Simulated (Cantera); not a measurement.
Cantera with NASA thermochemical tables; ideal gases at 1 bar, condensed phases pure. Values are per mole of reaction as written; species without (g) are pure solids or liquids, kept so even where they would boil at 1 bar.

Ta + O₂(g) → TaO₂(g), with ΔH° = -200.9 kJ and ΔS° = 33.6 J/K at 300 K.

Problem. How far is the shortcut ΔG° ≈ ΔH°(300 K) − T·ΔS°(300 K) from the full temperature-dependent value at 2175, 2225, 2275, 2325, 2375, 2425, 2475, 2525, 2575 K?

Solution. 
| T (K) | shortcut (kJ) | full (kJ) | difference (kJ) | difference in log10 K |
|---|---|---|---|---|
| 2175 | -273.9 | -254.9 | -19.0 | 0.46 |
| 2225 | -275.6 | -255.8 | -19.8 | 0.46 |
| 2275 | -277.3 | -256.7 | -20.6 | 0.47 |
| 2325 | -278.9 | -257.5 | -21.4 | 0.48 |
| 2375 | -280.6 | -258.3 | -22.3 | 0.49 |
| 2425 | -282.3 | -259.1 | -23.2 | 0.50 |
| 2475 | -284.0 | -259.9 | -24.0 | 0.51 |
| 2525 | -285.7 | -260.7 | -24.9 | 0.52 |
| 2575 | -287.3 | -261.5 | -25.8 | 0.52 |
The shortcut ignores the heat-capacity change of the reaction.
